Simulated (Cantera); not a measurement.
A closed system holds: 1 mol CH3OH, 0.062 mol O2, held at 0.133 bar.

These are equilibrium values from Cantera (NASA tables, ideal gas, pure condensed phases), not measurements of a reactor. Candidate condensed phases: C, C6H6, C7H8, C8H18, H2O; 110 gas species. Rates play no part. All values below are at 1450 K.

Base state: H2 0.633, CO 0.326, H2O 0.0340, CO2 0.00736, H 2.06e-5 (mole fractions); condensed: gas only.

What changes in the equilibrium state with this change: CH3OH replaced by C6H6?


| species | before | after |
|---|---|---|
| H2 | 0.633 | 0.960 |
| CO | 0.326 | 0.0397 |
| CH4 | 3.56e-7 | 0.000406 |
| H2O | 0.0340 | 1.27e-5 |
| CO2 | 0.00736 | 2.20e-7 |
| H | 2.06e-5 | 2.54e-5 |
| C(graphite), mol | 0 | 5.87 |
